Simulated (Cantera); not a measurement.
What does this Cantera script print?

```python
import numpy as np
import cantera as ct

gas_names = [...]  # 110 gases of nasa_gas.yaml made of C, H, O
cond_names = """
    C(gr) C6H6(L) C7H8(L) C8H18(L),n-octa H2O(s) H2O(L)
""".split()


# ... load() reads the species with a 1 bar reference pressure and builds the phases ...
atoms = {
    'CH3OH': {'C': 1, 'H': 4, 'O': 1},
    'O2': {'O': 2},
    'H2': {'H': 2},
}
top_T = {'C(gr)': 4500}  # K; cautious upper limits of use, not melting points


# ... equilibrate(T, P, feed) seeds the gas with the atoms and calls Mixture.equilibrate('TP', solver="vcs", rtol=1e-11, max_steps=5000) ...
results = []
feed = {'CH3OH': 1, 'O2': 0.21, 'H2': 35}  # mol
P = 10000  # Pa
for T in [923, 1073, 1223, 1373, 1523, 1673, 1823, 1973, 2123, 2273, 2423, 2573, 2723, 2873]:
    mix = equilibrate(T, P, feed)
    results.append((T, P, feed, dict(zip(mix.species_names, mix.species_moles))))

top = {s: max(r[3][s] / sum(r[3][g] for g in gas_names) for r in results) for s in gas_names}
cols = sorted((s for s in top if top[s] > 1e-05), key=lambda s: -top[s])[:7]
seen = [c for c in cond_names if any(r[3].get(c, 0) > 1e-12 for r in results)]
print("log10 of partial pressures in bar; condensed amounts in mol")
print(f"{'T/K':>10s}" + "".join(f"{s[:9]:>10s}" for s in cols + seen))
for T, P, feed, n in results:
    ng = sum(n[g] for g in gas_names)
    print(f"{T:10.4g}" + "".join(f"{np.log10(max(n[s] / ng * P / 1e5, 1e-99)):10.3f}" for s in cols)
          + "".join(f"{n.get(c, 0):10.4g}" for c in seen))
```

Result:

```
log10 of partial pressures in bar; condensed amounts in mol
       T/K        H2         H        CO       H2O       CH4        OH       CO2
       923    -1.018   -10.121    -2.670    -2.824    -3.346   -14.862    -4.166
      1073    -1.016    -8.362    -2.587    -2.964    -4.896   -12.737    -4.500
      1223    -1.016    -7.030    -2.583    -2.964    -6.241   -11.023    -4.696
      1373    -1.016    -5.986    -2.582    -2.962    -7.297    -9.680    -4.842
      1523    -1.017    -5.144    -2.582    -2.961    -8.144    -8.600    -4.955
      1673    -1.017    -4.452    -2.581    -2.960    -8.837    -7.713    -5.044
      1823    -1.017    -3.872    -2.581    -2.960    -9.413    -6.972    -5.116
      1973    -1.018    -3.379    -2.582    -2.960    -9.901    -6.344    -5.175
      2123    -1.021    -2.956    -2.583    -2.962   -10.322    -5.804    -5.224
      2273    -1.028    -2.590    -2.586    -2.966   -10.694    -5.337    -5.266
      2423    -1.041    -2.272    -2.592    -2.975   -11.036    -4.929    -5.303
      2573    -1.064    -1.996    -2.603    -2.993   -11.365    -4.574    -5.339
      2723    -1.101    -1.759    -2.620    -3.026   -11.698    -4.265    -5.376
      2873    -1.160    -1.558    -2.645    -3.084   -12.049    -4.006    -5.422
```

These are equilibrium values from Cantera (NASA tables, ideal gas, pure condensed phases), not measurements of a reactor.
